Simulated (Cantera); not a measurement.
A diamond (100) surface in a fixed gas of H2 with x(CH4) = 0.023, x(H) = 0.0003, x(CH3) = 2.8e-05, at 1350 K; coverages are run to steady state.

Detailed kinetics in Cantera: the Harris–Goodwin 1993 mechanism for the reconstructed diamond (100) surface.

θ: site fractions in the mechanism's names (c6HH fully hydrogenated, c6H* and c6*H radical sites, c6** diradical, c6HM methylated).

| P (Pa) | growth (µm/h) | θ c6HH | θ c6H* | θ c6*H | θ c6** |
|---|---|---|---|---|---|
| 1200 | … | 0.521 | 0.0429 | 0.423 | 0.0133 |
| 1800 | … | 0.521 | 0.0429 | 0.423 | 0.0133 |
| 2700 | … | 0.521 | 0.0428 | 0.422 | 0.0133 |
| 4200 | … | 0.522 | 0.0428 | 0.422 | 0.0133 |
| 6400 | … | 0.522 | 0.0428 | 0.422 | 0.0133 |
| 9800 | … | 0.522 | 0.0428 | 0.422 | 0.0132 |
| 15000 | … | 0.522 | 0.0428 | 0.422 | 0.0132 |
| 23000 | … | 0.522 | 0.0428 | 0.422 | 0.0132 |

Task: What belongs in the gaps?

Result: 
- 1200, growth (µm/h): 0.00217
- 1800, growth (µm/h): 0.00457
- 2700, growth (µm/h): 0.00942
- 4200, growth (µm/h): 0.0200
- 6400, growth (µm/h): 0.0396
- 9800, growth (µm/h): 0.0761
- 15000, growth (µm/h): 0.141
- 23000, growth (µm/h): 0.255
